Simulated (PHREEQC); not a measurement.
Consider water at 25 °C with 0.0063 mol FeCl3, 0.045 mol CuCl2 and 0.00076 mol Na2SO4 per kg of water. It is in equilibrium with CO2 at log p = -2 (atm). Otherwise closed; pH follows from the charge balance.

Computed with PHREEQC (ion-association model, phreeqc.dat).

No solid was allowed to form.

Question: What pH, ionic strength does the model give?

Answer: pH 2.59; ionic strength 0.156 mol/kgw.

Question: In which forms is Cu present?

Answer: Cu+2 90 %, CuCl+ 8.8 %, CuSO4 0.5 % of the Cu.

Examples of supersaturated solids here: Hematite (slow to form), Goethite (slow to form). Others may be too. Complexes and solids missing from the database can't appear.
